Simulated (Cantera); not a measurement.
## Ammonia decomposition in nitride growth gas

An isothermal, constant-pressure homogeneous reactor starts with 78.1 % NH3, 21.9 % H2, at 2100 K and 10.00 Torr.

Detailed kinetics in Cantera: the gas-phase N/H chemistry of the illustrative SiF4/NH3 mechanism in the Surface Chemkin manual (1991). Walls and surfaces, which speed up NH3 decomposition in real reactors, are not modelled.

| t (s) | x NH3 | x H2 | x H | x NH | x N | x N2H2 |
|---|---|---|---|---|---|---|
| 0.000900 | 0.781 | 0.219 | 4.81e-5 | 2.62e-6 | 3.48e-8 | 4.77e-7 |
| 0.00256 | 0.779 | 0.220 | 0.000127 | 1.69e-5 | 5.51e-7 | 5.08e-6 |
| 0.00730 | 0.771 | 0.225 | 0.000209 | 3.93e-5 | 1.85e-6 | 1.60e-5 |
| 0.0208 | 0.746 | 0.243 | 0.000231 | 4.06e-5 | 2.02e-6 | 1.58e-5 |
| 0.0592 | 0.679 | 0.291 | 0.000282 | 4.08e-5 | 2.23e-6 | 1.36e-5 |
| 0.169 | 0.529 | 0.399 | 0.000411 | 3.96e-5 | 2.58e-6 | 9.40e-6 |
| 0.480 | 0.287 | 0.573 | 0.000704 | 3.38e-5 | 2.93e-6 | 4.12e-6 |
| 1.37 | 0.0746 | 0.726 | 0.00133 | 2.10e-5 | 2.91e-6 | 7.83e-7 |
| 3.90 | 0.00221 | 0.775 | 0.00472 | 7.07e-6 | 3.34e-6 | 1.80e-8 |
| 11.1 | 1.34e-6 | 0.761 | 0.0224 | 1.00e-7 | 2.29e-7 | <1e-12 |
| 31.6 | 1.72e-7 | 0.760 | 0.0237 | 1.44e-8 | 3.50e-8 | <1e-12 |
| 90.0 | 7.72e-8 | 0.760 | 0.0237 | 6.48e-9 | 1.57e-8 | <1e-12 |
x: mole fraction; the columns are a selection and need not sum to one.

Equilibrium at this temperature and pressure: NH3 7.03e-8, H2 0.760, H 0.0237, NH 5.91e-9, N 1.43e-8, N2H2 <1e-12 (gas phase only).
